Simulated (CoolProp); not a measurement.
Vapour pressure (bar) of c-C4F8 (RC318): the reference equation beside estimates from Tc = 388.4 K, pc = 27.78 bar, ω = 0.355.

Model: reference Helmholtz-energy equation of state, Platzer 1990, in CoolProp. This equation is an older, rougher fit; its heat capacities, sound speeds and derivatives of the liquid may be far off and weren't checked against measurements.

| T (K) | reference | Lee-Kesler | van der Waals | Soave-Redlich-Kwong |
|---|---|---|---|---|
| 275.7 | 1.423 | 1.424 | 5.978 | 1.423 |
| 278.8 | 1.601 | 1.602 | 6.324 | 1.601 |
| 281.9 | 1.795 | 1.797 | 6.682 | 1.796 |
| 285 | 2.007 | 2.009 | 7.053 | 2.009 |
| 288.1 | 2.237 | 2.240 | 7.438 | 2.240 |
| 291.2 | 2.487 | 2.491 | 7.835 | 2.492 |
| 294.3 | 2.758 | 2.762 | 8.246 | 2.765 |
| 297.4 | 3.051 | 3.055 | 8.670 | 3.060 |
| 300.5 | 3.367 | 3.371 | 9.108 | 3.379 |
| 303.6 | 3.706 | 3.711 | 9.560 | 3.722 |

Absolute difference from the reference over all 10 rows, mean and median: Lee-Kesler 0.1 and 0.1 %, van der Waals 229.8 and 223.8 %, Soave-Redlich-Kwong 0.2 and 0.2 %.
